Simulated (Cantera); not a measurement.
A Cantera script and what it prints.

```python
import numpy as np
import cantera as ct

gas_names = """
    C CH CH2 CH3 CH2OH CH3O CH4 CH3OH CO CO2 COOH C2 C2H CHCO,ketyl C2H2,acetylene C2H2,vinylidene
    CH2CO,ketene C2H3,vinyl CH3CO,acetyl C2H4 C2H4O,ethylen CH3CHO,ethanal CH3COOH (HCOOH)2 C2H5 C2H6
    CH3OCH3 C2H5OH C2O C3 C3H3,propargyl C3H4,allene C3H4,propyne C3H4,cyclo- C3H5,allyl C3H6,propylene
    C3H6,cyclo- C3H6O C3H7,n-propyl C3H7,i-propyl C3H8 C3H8O,1propanol C3H8O,2propanol C3O2 C4 C4H2
    C4H4,1,3-cyclo- C4H6,butadiene C4H6,2-butyne C4H6,cyclo- C4H8,1-butene C4H8,cis2-buten
    C4H8,tr2-butene C4H8,isobutene C4H8,cyclo- (CH3COOH)2 C4H9,n-butyl C4H9,i-butyl C4H9,s-butyl
    C4H9,t-butyl C4H10,isobutane C4H10,n-butane C5 C5H6,1,3cyclo- C5H8,cyclo- C5H10,1-pentene
    C5H10,cyclo- C5H11,pentyl C5H11,t-pentyl C5H12,n-pentane C5H12,i-pentane CH3C(CH3)2CH3 C6H2
    C6H5,phenyl C6H5O,phenoxy C6H6 C6H5OH,phenol C6H10,cyclo- C6H12,1-hexene C6H12,cyclo- C6H13,n-hexyl
    C7H7,benzyl C7H8 C7H8O,cresol C7H14,1-heptene C7H15,n-heptyl C7H16,n-heptane C8H8,styrene
    C8H10,ethylbenz C8H16,1-octene C8H17,n-octyl C8H18,isooctane C8H18,n-octane C9H19,n-nonyl
    C10H8,naphthale C10H21,n-decyl C12H9,o-bipheny C12H10,bipheny H HCO HO2 H2 HCHO,formaldehy HCOOH H2O
    H2O2 O OH O2 O3 Si SiC SiC2 SiC4H12 SiH SiH2 SiH3 SiH4 SiO SiO2 Si2 Si2C Si3
""".split()
cond_names = """
    C(gr) C6H6(L) C7H8(L) C8H18(L),n-octa H2O(s) H2O(L) Si(cr) Si(L) SiC(b) SiO2(Lqz) SiO2(hqz) SiO2(L)
""".split()


def load(file, names, dense=False):
    # The tables refer to 1 bar. Condensed volumes are neglected.
    table = {s.name: s for s in ct.Species.list_from_file(file)}
    out = []
    for n in names:
        d = dict(table[n].input_data)
        d["thermo"] = dict(d["thermo"], **{"reference-pressure": 1e5})
        if dense:
            d["equation-of-state"] = {"model": "constant-volume", "density": "1e6 g/cm^3"}
        out.append(ct.Species.from_dict(d))
    return out


gas = ct.Solution(thermo="ideal-gas", species=load("nasa_gas.yaml", gas_names))
cond = {s.name: ct.Solution(thermo="fixed-stoichiometry", species=[s], name=s.name)
        for s in load("nasa_condensed.yaml", cond_names, dense=True)}
atoms = {
    'SiO2': {'Si': 1, 'O': 2},
    'CH4': {'C': 1, 'H': 4},
    'H2': {'H': 2},
    'CO': {'C': 1, 'O': 1},
}
top_T = {'C(gr)': 4500, 'SiC(b)': 3050}  # K; cautious upper limits of use, not melting points


def equilibrate(T, P, feed):
    n = {}
    for name, mol in feed.items():
        for a, k in atoms[name].items():
            n[a] = n.get(a, 0.0) + k * mol
    gas.TPX = T, P, n
    mass = sum(n.values()) * gas.mean_molecular_weight
    gas.equilibrate("TP")
    valid = [c for c in cond.values() if c.min_temp <= T <= top_T.get(c.name, c.max_temp)]
    mix = ct.Mixture([(gas, mass / gas.mean_molecular_weight)] + [(c, 0.0) for c in valid])
    mix.T, mix.P = T, P
    mix.equilibrate("TP", solver="vcs", rtol=1e-11, max_steps=5000)
    return mix


results = []
feed = {'SiO2': 1, 'CH4': 2.1, 'H2': 1.7, 'CO': 11}  # mol
T = 2400  # K
P = 230000  # Pa
mix = equilibrate(T, P, feed)
results.append((T, P, feed, dict(zip(mix.species_names, mix.species_moles))))
x = sorted(zip(gas.X, gas.species_names), reverse=True)
print(f"T = {T:g} K  P = {P:g} Pa  gas = {mix.phase_moles(0):.4g} mol")
print("   x: " + "  ".join(f"{s} {v:.3e}" for v, s in x if v > 0.001))
print("   condensed (mol): " + ("  ".join(f"{mix.phase(i).name} {mix.phase_moles(i):.4g}"
      for i in range(1, mix.n_phases) if mix.phase_moles(i) > 1e-12) or "none"))
```

Output:

```
T = 2400 K  P = 230000 Pa  gas = 18.96 mol
   x: CO 6.609e-01  H2 3.069e-01  SiO 2.471e-02  H 5.811e-03  C2H2,acetylene 1.148e-03
   condensed (mol): SiC(b) 0.5231
```

Equilibrium computed with Cantera from the NASA thermochemical tables; the gas is ideal and each condensed phase is pure. Gases not in the tables: Si2H6 and higher silanes.
